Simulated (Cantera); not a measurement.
Input (Python, Cantera):

```python
import numpy as np
import cantera as ct

gas = ct.Solution("gri30.yaml")
gas.TPX = 1798, 101325, {'CH4': 1, 'H2': 64}
reactor = ct.IdealGasConstPressureReactor(gas, energy="off", clone=False)
net = ct.ReactorNet([reactor])
net.rtol, net.atol = 1e-08, 1e-18
show = ['CH4', 'H2', 'C2H4', 'C2H', 'C2H6', 'C2H2', 'H']
times = np.geomspace(5e-06, 10, 9)

steps = ct.SolutionArray(gas, extra=["t"])
rows = []
print(f"{'t/s':>10s}{'T/K':>9s}{'P/Pa':>11s}" + "".join(f"{s:>11s}" for s in show))
for t in times:
    while net.time < t:
        t_next = net.step()
        steps.append(gas.state, t=t_next)
    rows.append([np.interp(t, steps.t, y) for y in (steps.T, steps.P, *steps(*show).X.T)])
    print(f"{t:10.3e}{rows[-1][0]:9.1f}{rows[-1][1]:11.4g}" + "".join(f"{x:11.3e}" for x in rows[-1][2:]))
rate = np.gradient(steps.T, steps.t)
print("integrator steps:", len(steps.t))
if steps.T.max() > steps.T[0] + 200:
    print(f"time of steepest temperature rise: {steps.t[rate.argmax()]:.4e} s")
gas.TPX = 1798, 101325, {'CH4': 1, 'H2': 64}
gas.equilibrate("TP")
print(f"equilibrium (TP): T = {gas.T:.1f} K  " + "  ".join(f"{s} {gas[s].X[0]:.3e}" for s in show))
```

Result:

```
       t/s      T/K       P/Pa        CH4         H2       C2H4        C2H       C2H6       C2H2          H
 5.000e-06   1798.0  1.013e+05  1.538e-02  9.846e-01  4.525e-11  3.923e-21  1.160e-10  5.645e-14  7.915e-06
 3.066e-05   1798.0  1.013e+05  1.537e-02  9.846e-01  1.004e-08  4.794e-17  1.668e-08  1.103e-10  4.927e-05
 1.880e-04   1798.0  1.013e+05  1.530e-02  9.844e-01  2.154e-06  8.868e-13  6.745e-07  4.124e-07  2.440e-04
 1.153e-03   1798.0  1.013e+05  1.512e-02  9.844e-01  1.483e-05  1.805e-10  1.217e-06  5.967e-05  3.433e-04
 7.071e-03   1798.0  1.013e+05  1.423e-02  9.848e-01  2.344e-05  1.487e-09  1.086e-06  4.911e-04  3.438e-04
 4.336e-02   1798.0  1.013e+05  1.055e-02  9.867e-01  5.991e-05  6.940e-09  6.247e-07  2.282e-03  3.459e-04
 2.659e-01   1798.0  1.013e+05  5.111e-03  9.895e-01  1.168e-04  1.509e-08  2.027e-07  4.923e-03  3.497e-04
 1.631e+00   1798.0  1.013e+05  4.268e-03  9.899e-01  1.259e-04  1.637e-08  1.652e-07  5.332e-03  3.505e-04
 1.000e+01   1798.0  1.013e+05  4.268e-03  9.899e-01  1.259e-04  1.637e-08  1.652e-07  5.332e-03  3.505e-04
integrator steps: 717
equilibrium (TP): T = 1798.0 K  CH4 4.268e-03  H2 9.899e-01  C2H4 1.259e-04  C2H 1.637e-08  C2H6 1.652e-07  C2H2 5.332e-03  H 3.505e-04
```

Cantera simulation using GRI-Mech 3.0 (53 species, 325 reactions); the numbers are that mechanism's predictions, not measurements. GRI-Mech 3.0 stops at C3 and has no aromatics, soot or wall deposition, so with more carbon than oxygen in the feed, carbon stays in small species such as C2H2 where larger ones or solid carbon would form.
